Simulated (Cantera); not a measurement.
**Equilibrium for silicon carbide growth: CH3SiCl3 + C3H8 + H2**

Input: 1 mol CH3SiCl3, 0.57 mol C3H8, 6.3 mol H2, at 1625 °C.

These are equilibrium values from Cantera (NASA tables, ideal gas, pure condensed phases), not measurements of a reactor. Candidate condensed phases: C, C6H6, C7H8, C8H18, Si, SiC; 109 gas species. The feed counts by its element totals alone. The tables' values for SiCl3, SiCl are old estimates; treat these amounts as uncertain. Kinetics and transport are ignored.

```tsv
P (Pa)	x H2	x HCl	x H	x SiCl2	x Cl	x SiCl3	x Si	n C(graphite)	n SiC(s)
100	0.730	0.235	0.0211	0.00756	0.00514	2.21e-5	0.000454	1.80	0.903
220	0.736	0.238	0.0143	0.00767	0.00349	3.34e-5	0.000206	1.80	0.906
460	0.740	0.239	0.00993	0.00774	0.00242	4.90e-5	9.86e-5	1.80	0.907
1000	0.743	0.240	0.00674	0.00778	0.00165	7.29e-5	4.54e-5	1.80	0.907
2200	0.745	0.241	0.00455	0.00781	0.00111	0.000109	2.06e-5	1.80	0.907
4600	0.746	0.242	0.00315	0.00782	0.000770	0.000158	9.86e-6	1.80	0.907
10000	0.747	0.242	0.00214	0.00782	0.000523	0.000232	4.54e-6	1.80	0.906
22000	0.748	0.242	0.00144	0.00781	0.000352	0.000344	2.06e-6	1.80	0.905
46000	0.749	0.241	0.000998	0.00778	0.000243	0.000495	9.86e-7	1.80	0.903
100000	0.749	0.241	0.000677	0.00773	0.000164	0.000722	4.54e-7	1.80	0.900
```
x: gas mole fraction; n: condensed amount in mol.

From 100 Pa to 100000 Pa the condensed part is C(graphite) + SiC(s). The main Si-bearing gas is SiCl2 throughout.
